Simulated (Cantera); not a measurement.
A closed system holds: 1 mol C3H8, 1.4 mol NH3, 3.9 mol N2, held at 1000 Pa.

Cantera equilibrium calculation (NASA polynomials, part measured and part estimated; ideal gas, pure solids and liquids). Candidate condensed phases: C, C6H6, C7H8, C8H18; 110 gas species. Ions and electrons are included (thermal ionisation). Rates play no part.

x: gas mole fraction; n: condensed amount in mol.

```
T (K)     x H      x H2   x N2      x C      x N     x HCN      x CN      x C3      x C2  n C(graphite)
-----  ------  --------  -----  -------  -------  --------  --------  --------  --------  -------------
2000   0.0121     0.556  0.424  3.04e-9  5.87e-9   0.00716   3.67e-6   2.77e-9  2.34e-10            [?]
2500    0.163     0.421  0.378  1.66e-5  1.80e-6    0.0283  0.000634   4.97e-5   4.58e-6            [?]
3000    0.515     0.107  0.268  0.00507  7.21e-5    0.0338    0.0169    0.0312   0.00317            [?]
3500    0.637    0.0116  0.232   0.0528  0.00107   0.00385    0.0326    0.0164    0.0104              0
4000    0.621   0.00152  0.220    0.121  0.00833  0.000257    0.0219  0.000626   0.00394              0
4500    0.607  0.000308  0.204    0.138   0.0406   1.82e-5   0.00949   1.04e-5  0.000659              0
5000    0.577   8.06e-5  0.151    0.138    0.129   1.69e-6   0.00389   2.83e-7  0.000126              0
```

Some entries are withheld; supply them.


- 2000, n C(graphite): 2.91
- 2500, n C(graphite): 2.51
- 3000, n C(graphite): 0.0415
